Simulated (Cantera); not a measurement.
A freely propagating, adiabatic, planar premixed flame of H2 : O2 : N2 = 1 : 0.167 : 0.627 (molar parts), equivalence ratio 3.0, unburnt at 698 K and 660 Torr; mixture-averaged transport, grid criteria slope 0.08 and curve 0.16, no radiation.

Detailed kinetics in Cantera: the H2/O2 subset of GRI-Mech 3.0, which has no nitrogen chemistry. Burning velocities carry a grid error of a few per cent, more on coarse grids.

### Question
How do the results move with these cheaper or finer settings: unity-Lewis-number transport; multicomponent transport; multicomponent+Soret transport; grid criteria slope 0.5, curve 1; grid criteria slope 0.25, curve 0.5; grid criteria slope 0.03, curve 0.06?

### Answer
```tsv
setting	laminar burning velocity	thermal thickness	peak x(OH)	peak x(H2O2)	grid points
as above	1040 cm/s	0.621 mm	0.00179	2.16e-6	141
unity-Lewis-number transport	648 cm/s	0.563 mm	0.00178	1.81e-6	133
multicomponent transport	1020 cm/s	0.627 mm	0.00178	2.18e-6	141
multicomponent+Soret transport	993 cm/s	0.618 mm	0.00178	2.28e-6	142
grid criteria slope 0.5, curve 1	1310 cm/s	0.951 mm	0.00205	1.69e-6	55
grid criteria slope 0.25, curve 0.5	1110 cm/s	0.719 mm	0.00188	1.95e-6	76
grid criteria slope 0.03, curve 0.06	1030 cm/s	0.599 mm	0.00175	2.19e-6	288
```
Unity Lewis numbers drop preferential diffusion, which matters most where H2 and H carry the flame; Soret adds thermal diffusion.
